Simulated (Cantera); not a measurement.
Input: 1 mol CCl4, a varied amount of H2, at 3248 K and 22.0 mbar.

Equilibrium computed with Cantera from the NASA thermochemical tables; the gas is ideal and each condensed phase is pure. Candidate condensed phases: C, C6H6, C7H8, C8H18; 91 gas species. The tables' values for CCl are old estimates; treat these amounts as uncertain. The numbers say what is thermodynamically allowed, not how fast it happens.

At 1.8 mol H2, list the 6 most abundant gas species with their mole fractions, and the condensed phases.

Cl 0.488, H 0.368, HCl 0.0577, C3 0.0332, H2 0.0293, C 0.0120. Condensed: gas only.
